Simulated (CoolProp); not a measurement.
Properties of R1336mzz(E) along the isotherm 410 K (Tc = 403.5 K, pc = 2779 kPa, ω = 0.413).

Values from CoolProp's reference Helmholtz-energy equation of state, Akasaka 2023.

| p (kPa) | phase | Z | speed of sound (m/s) | isothermal compressibility (1/MPa) |
|---|---|---|---|---|
| 380 | gas | 0.9522 | 142.3 | 2.767 |
| 760 | gas | 0.9016 | 135.7 | 1.469 |
| 1140 | gas | 0.8473 | 128.7 | 1.052 |
| 1520 | gas | 0.7882 | 121.1 | 0.8648 |
| 1900 | gas | 0.7224 | 112.6 | 0.7821 |
| 2280 | gas | 0.6459 | 102.8 | 0.7826 |
| 2660 | gas | 0.5479 | 90.85 | 0.9382 |
| 3040 | supercritical | 0.3758 | 76.59 | 2.267 |
| 3420 | supercritical | 0.2342 | 98.43 | 0.4558 |
| 3800 | supercritical | 0.2348 | 125.4 | 0.1727 |
| 4180 | supercritical | 0.2454 | 145.2 | 0.1069 |
| 4560 | supercritical | 0.2586 | 161.3 | 0.07781 |
| 4940 | supercritical | 0.2729 | 175.2 | 0.06134 |
| 5320 | supercritical | 0.2878 | 187.6 | 0.05071 |
| 5700 | supercritical | 0.3029 | 198.8 | 0.04328 |
